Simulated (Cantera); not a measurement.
A Cantera script and what it prints.

```python
import numpy as np
import cantera as ct

gas_names = """
    C CH CH2 CH3 CH2OH CH3O CH4 CH3OH CN CO CO2 COOH C2 C2H CHCO,ketyl C2H2,acetylene C2H2,vinylidene
    CH2CO,ketene C2H3,vinyl CH3CN CH3CO,acetyl C2H4 C2H4O,ethylen CH3CHO,ethanal CH3COOH (HCOOH)2 C2H5
    C2H6 CH3OCH3 C2H5OH CCN CNC C2N2 C2O C3 C3H3,propargyl C3H4,allene C3H4,propyne C3H4,cyclo-
    C3H5,allyl C3H6,propylene C3H6,cyclo- C3H6O C3H7,n-propyl C3H7,i-propyl C3H8 C3H8O,1propanol
    C3H8O,2propanol C3O2 C4 C4H2 C4H4,1,3-cyclo- C4H6,butadiene C4H6,2-butyne C4H6,cyclo- C4H8,1-butene
    C4H8,cis2-buten C4H8,tr2-butene C4H8,isobutene C4H8,cyclo- (CH3COOH)2 C4H9,n-butyl C4H9,i-butyl
    C4H9,s-butyl C4H9,t-butyl C4H10,isobutane C4H10,n-butane C4N2 C5 C5H6,1,3cyclo- C5H8,cyclo-
    C5H10,1-pentene C5H10,cyclo- C5H11,pentyl C5H11,t-pentyl C5H12,n-pentane C5H12,i-pentane
    CH3C(CH3)2CH3 C6H2 C6H5,phenyl C6H5O,phenoxy C6H6 C6H5OH,phenol C6H10,cyclo- C6H12,1-hexene
    C6H12,cyclo- C6H13,n-hexyl C7H7,benzyl C7H8 C7H8O,cresol C7H14,1-heptene C7H15,n-heptyl
    C7H16,n-heptane C8H8,styrene C8H10,ethylbenz C8H16,1-octene C8H17,n-octyl C8H18,isooctane
    C8H18,n-octane C9H19,n-nonyl C10H8,naphthale C10H21,n-decyl C12H9,o-bipheny C12H10,bipheny H HCN HCO
    HCCN HNC HNCO HNO HNO2 HNO3 HO2 H2 HCHO,formaldehy HCOOH H2O H2O2 N NCO NH NH2 NH3 NH2OH NO NO2 NO3
    N2 N2H2 N2H4 N2O O OH O2 O3 Si SiC SiC2 SiC4H12 SiH SiH2 SiH3 SiH4 SiN SiO SiO2 Si2 Si2C Si2N Si3
""".split()
cond_names = """
    C(gr) C6H6(L) C7H8(L) C8H18(L),n-octa H2O(s) H2O(L) Si(cr) Si(L) SiC(b) SiO2(Lqz) SiO2(hqz) SiO2(L)
    Si2N2O(s) Si3N4(a)
""".split()


def load(file, names, dense=False):
    # The tables refer to 1 bar. Condensed volumes are neglected.
    table = {s.name: s for s in ct.Species.list_from_file(file)}
    out = []
    for n in names:
        d = dict(table[n].input_data)
        d["thermo"] = dict(d["thermo"], **{"reference-pressure": 1e5})
        if dense:
            d["equation-of-state"] = {"model": "constant-volume", "density": "1e6 g/cm^3"}
        out.append(ct.Species.from_dict(d))
    return out


gas = ct.Solution(thermo="ideal-gas", species=load("nasa_gas.yaml", gas_names))
cond = {s.name: ct.Solution(thermo="fixed-stoichiometry", species=[s], name=s.name)
        for s in load("nasa_condensed.yaml", cond_names, dense=True)}
atoms = {
    'Si3N4': {'Si': 3, 'N': 4},
    'CO2': {'C': 1, 'O': 2},
    'H2': {'H': 2},
}
top_T = {'C(gr)': 4500, 'SiC(b)': 3050, 'Si2N2O(s)': 2100, 'Si3N4(a)': 2400}  # K; cautious upper limits of use, not melting points


def equilibrate(T, P, feed):
    n = {}
    for name, mol in feed.items():
        for a, k in atoms[name].items():
            n[a] = n.get(a, 0.0) + k * mol
    gas.TPX = T, P, n
    mass = sum(n.values()) * gas.mean_molecular_weight
    gas.equilibrate("TP")
    valid = [c for c in cond.values() if c.min_temp <= T <= top_T.get(c.name, c.max_temp)]
    mix = ct.Mixture([(gas, mass / gas.mean_molecular_weight)] + [(c, 0.0) for c in valid])
    mix.T, mix.P = T, P
    mix.equilibrate("TP", solver="vcs", rtol=1e-11, max_steps=5000)
    return mix


results = []
feed = {'Si3N4': 1, 'CO2': 2, 'H2': 28}  # mol
P = 13332.2  # Pa
for T in [948, 973, 998, 1023, 1048, 1073, 1098, 1123, 1148, 1173, 1198]:
    mix = equilibrate(T, P, feed)
    results.append((T, P, feed, dict(zip(mix.species_names, mix.species_moles))))
    x = sorted(zip(gas.X, gas.species_names), reverse=True)
    print(f"T = {T:g} K  P = {P:g} Pa  gas = {mix.phase_moles(0):.4g} mol")
    print("   x: " + "  ".join(f"{s} {v:.3e}" for v, s in x if v > 1e-05))
    print("   condensed (mol): " + ("  ".join(f"{mix.phase(i).name} {mix.phase_moles(i):.4g}"
          for i in range(1, mix.n_phases) if mix.phase_moles(i) > 1e-12) or "none"))
```

Result:

```
T = 948 K  P = 13332.2 Pa  gas = 28.76 mol
   x: H2 9.336e-01  N2 4.629e-02  CH4 1.994e-02  CO 1.610e-04  NH3 2.165e-05  H2O 1.940e-05
   condensed (mol): C(gr) 1.422  SiO2(hqz) 1.663  Si2N2O(s) 0.6684
T = 973 K  P = 13332.2 Pa  gas = 28.9 mol
   x: H2 9.386e-01  N2 4.602e-02  CH4 1.509e-02  CO 2.871e-04  H2O 2.234e-05  NH3 1.819e-05
   condensed (mol): C(gr) 1.555  SiO2(hqz) 1.661  Si2N2O(s) 0.6696
T = 998 K  P = 13332.2 Pa  gas = 29.01 mol
   x: H2 9.421e-01  N2 4.578e-02  CH4 1.154e-02  CO 4.972e-04  H2O 2.550e-05  NH3 1.539e-05
   condensed (mol): C(gr) 1.651  SiO2(hqz) 1.657  Si2N2O(s) 0.6717
T = 1023 K  P = 13332.2 Pa  gas = 29.09 mol
   x: H2 9.447e-01  N2 4.554e-02  CH4 8.925e-03  CO 8.379e-04  H2O 2.888e-05  NH3 1.310e-05
   condensed (mol): C(gr) 1.716  SiO2(hqz) 1.65  Si2N2O(s) 0.6751
T = 1048 K  P = 13332.2 Pa  gas = 29.16 mol
   x: H2 9.464e-01  N2 4.525e-02  CH4 6.971e-03  CO 1.376e-03  H2O 3.246e-05  NH3 1.121e-05
   condensed (mol): C(gr) 1.757  SiO2(hqz) 1.639  Si2N2O(s) 0.6804
T = 1073 K  P = 13332.2 Pa  gas = 29.22 mol
   x: H2 9.474e-01  N2 4.488e-02  CH4 5.498e-03  CO 2.206e-03  H2O 3.623e-05
   condensed (mol): C(gr) 1.775  SiO2(hqz) 1.623  Si2N2O(s) 0.6885
T = 1098 K  P = 13332.2 Pa  gas = 29.27 mol
   x: H2 9.477e-01  N2 4.438e-02  CH4 4.376e-03  CO 3.456e-03  H2O 4.014e-05
   condensed (mol): C(gr) 1.771  SiO2(hqz) 1.598  Si2N2O(s) 0.7008
T = 1123 K  P = 13332.2 Pa  gas = 29.33 mol
   x: H2 9.475e-01  N2 4.367e-02  CO 5.296e-03  CH4 3.513e-03  H2O 4.414e-05
   condensed (mol): C(gr) 1.741  SiO2(hqz) 1.562  Si2N2O(s) 0.7189
T = 1148 K  P = 13332.2 Pa  gas = 29.4 mol
   x: H2 9.465e-01  N2 4.267e-02  CO 7.942e-03  CH4 2.842e-03  H2O 4.818e-05
   condensed (mol): C(gr) 1.683  SiO2(hqz) 1.51  Si2N2O(s) 0.745
T = 1173 K  P = 13332.2 Pa  gas = 29.49 mol
   x: H2 9.447e-01  N2 4.129e-02  CO 1.166e-02  CH4 2.315e-03  H2O 5.213e-05  HCN 1.084e-05
   condensed (mol): C(gr) 1.587  SiO2(hqz) 1.436  Si2N2O(s) 0.7818
T = 1198 K  P = 13332.2 Pa  gas = 29.61 mol
   x: H2 9.418e-01  N2 3.942e-02  CO 1.676e-02  CH4 1.897e-03  H2O 5.587e-05  HCN 1.404e-05
   condensed (mol): C(gr) 1.447  SiO2(hqz) 1.335  Si2N2O(s) 0.8326
```

Equilibrium computed with Cantera from the NASA thermochemical tables; the gas is ideal and each condensed phase is pure. Mutual solubility and eutectic melting of coexisting phases are not modelled. The tables hold silica as quartz up to 1696 K and as liquid above; real silica turns to tridymite and cristobalite and melts near 1996 K.
